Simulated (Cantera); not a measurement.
What does this Cantera script print?

```python
import numpy as np
import cantera as ct

gas_names = [...]  # 96 gases of nasa_gas.yaml made of C, Cl, H, Ti
cond_names = """
    C(gr) C6H6(L) C7H8(L) C8H18(L),n-octa Ti(a) Ti(b) Ti(L) TiC(s) TiC(L) TiCL2(s) TiCL3(s) TiCL4(L)
""".split()


# ... load() reads the species with a 1 bar reference pressure and builds the phases ...
atoms = {
    'TiCl4': {'Ti': 1, 'CL': 4},
    'CH4': {'C': 1, 'H': 4},
}
top_T = {'C(gr)': 4500, 'TiCL2(s)': 1300, 'TiCL3(s)': 1000}  # K; cautious upper limits of use, not melting points


# ... equilibrate(T, P, feed) seeds the gas with the atoms and calls Mixture.equilibrate('TP', solver="vcs", rtol=1e-11, max_steps=5000) ...
results = []
feed = {'TiCl4': 1, 'CH4': 4.1}  # mol
T = 1250  # K
P = 6700  # Pa
mix = equilibrate(T, P, feed)
results.append((T, P, feed, dict(zip(mix.species_names, mix.species_moles))))
print(gas.report(threshold=0.0001))
for i in range(1, mix.n_phases):
    print(f"{mix.phase(i).name:16s} {mix.phase_moles(i):12.5e} mol")
```

Result:

```
       temperature   1250 K
          pressure   6700 Pa
           density   0.01132 kg/m^3
  mean mol. weight   17.56 kg/kmol
   phase of matter   gas

                          1 kg             1 kmol
                     ---------------   ---------------
          enthalpy       -1.0359e+06       -1.8189e+07  J
   internal energy       -1.6277e+06       -2.8583e+07  J
           entropy             12991        2.2812e+05  J/K
    Gibbs function       -1.7275e+07       -3.0334e+08  J
 heat capacity c_p            1940.7             34079  J/K
 heat capacity c_v            1467.2             25764  J/K

                      mass frac. Y      mole frac. X     chem. pot. / RT
                     ---------------   ---------------   ---------------
               CH4        0.00031623        0.00034613           -44.205
               HCL           0.58311           0.28085           -37.728
                H2          0.078698           0.68548           -21.169
             TiCL3          0.095956          0.010926           -103.73
             TiCL4            0.2419          0.022396           -130.87
     [  +91 minor]        2.1845e-05         5.341e-06

C(gr)             3.42715e+00 mol
Ti(b)             0.00000e+00 mol
TiC(s)            6.69411e-01 mol
TiCL2(s)          0.00000e+00 mol
TiCL4(L)          0.00000e+00 mol
```

Equilibrium computed with Cantera from the NASA thermochemical tables; the gas is ideal and each condensed phase is pure. TiC: taken at fixed stoichiometry.
